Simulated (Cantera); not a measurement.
## Equilibrium for silicon oxide and oxynitride deposition: TEOS + O2 + H2 + CO2

Charge: 1 mol TEOS, a varied amount of O2, 0.52 mol H2, 4.9 mol CO2, at 1425 °C and 7800 Pa.

Equilibrium computed with Cantera from the NASA thermochemical tables; the gas is ideal and each condensed phase is pure. Candidate condensed phases: C, C6H6, C7H8, C8H18, H2O, Si, SiC, SiO2; 123 gas species. The feed counts by its element totals alone. The tables hold silica as quartz up to 1696 K and as liquid above; real silica turns to tridymite and cristobalite and melts near 1996 K. Gases not in the tables: Si(OH)4. Rates play no part.

```json
[
 {"n(O2) (mol)": "3.5", "x CO2": "0.0829", "x CO": "0.468", "x H2O": "0.169", "x H2": "0.280", "x O2": "1.81e-9", "n SiO2(condensed)": "1.000"},
 {"n(O2) (mol)": "4.1", "x CO2": "0.104", "x CO": "0.447", "x H2O": "0.199", "x H2": "0.250", "x O2": "3.14e-9", "n SiO2(condensed)": "1.000"},
 {"n(O2) (mol)": "4.8", "x CO2": "0.131", "x CO": "0.420", "x H2O": "0.232", "x H2": "0.217", "x O2": "5.64e-9", "n SiO2(condensed)": "1.000"},
 {"n(O2) (mol)": "5.7", "x CO2": "0.169", "x CO": "0.381", "x H2O": "0.270", "x H2": "0.179", "x O2": "1.14e-8", "n SiO2(condensed)": "1.000"},
 {"n(O2) (mol)": "6.7", "x CO2": "0.216", "x CO": "0.335", "x H2O": "0.309", "x H2": "0.140", "x O2": "2.41e-8", "n SiO2(condensed)": "1.000"},
 {"n(O2) (mol)": "7.8", "x CO2": "0.273", "x CO": "0.278", "x H2O": "0.346", "x H2": "0.103", "x O2": "5.58e-8", "n SiO2(condensed)": "1.000"},
 {"n(O2) (mol)": "9.2", "x CO2": "0.353", "x CO": "0.198", "x H2O": "0.386", "x H2": "0.0634", "x O2": "1.84e-7", "n SiO2(condensed)": "1.000"},
 {"n(O2) (mol)": "11", "x CO2": "0.466", "x CO": "0.0848", "x H2O": "0.426", "x H2": "0.0228", "x O2": "1.74e-6", "n SiO2(condensed)": "1.000"},
 {"n(O2) (mol)": "13", "x CO2": "0.533", "x CO": "0.000729", "x H2O": "0.435", "x H2": "0.000174", "x O2": "0.0308", "n SiO2(condensed)": "1.00"},
 {"n(O2) (mol)": "15", "x CO2": "0.492", "x CO": "0.000366", "x H2O": "0.401", "x H2": "8.74e-5", "x O2": "0.105", "n SiO2(condensed)": "1.00"}
]
```
x: gas mole fraction; n: condensed amount in mol.

From 3.5 mol O2 to 15 mol O2 the condensed part is SiO2(condensed).
